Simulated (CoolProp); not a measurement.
Saturated liquid density (kg/m³) of isobutane: the reference equation beside estimates from Tc = 407.8 K, pc = 3629 kPa, ω = 0.184.

Model: reference Helmholtz-energy equation of state, Bücker 2006, in CoolProp.

| T (K) | reference | van der Waals | Soave-Redlich-Kwong |
|---|---|---|---|
| 315.2 | 528.4 | 330.7 | 486.5 |
| 320.9 | 520.5 | 325.6 | 477.4 |
| 326.6 | 512.4 | 320.3 | 467.9 |
| 332.3 | 504.0 | 314.7 | 457.9 |
| 337.9 | 495.4 | 309.1 | 447.7 |
| 343.6 | 486.3 | 303.1 | 436.7 |
| 349.3 | 476.7 | 296.8 | 425.2 |
| 355 | 466.6 | 290.2 | 413.0 |
| 360.6 | 456.1 | 283.3 | 400.3 |
| 366.3 | 444.6 | 275.9 | 386.5 |
| 372 | 432.3 | 267.9 | 371.6 |

Absolute difference from the reference over all 11 rows, mean and median: van der Waals 37.7 and 37.7 %, Soave-Redlich-Kwong 10.5 and 10.2 %.
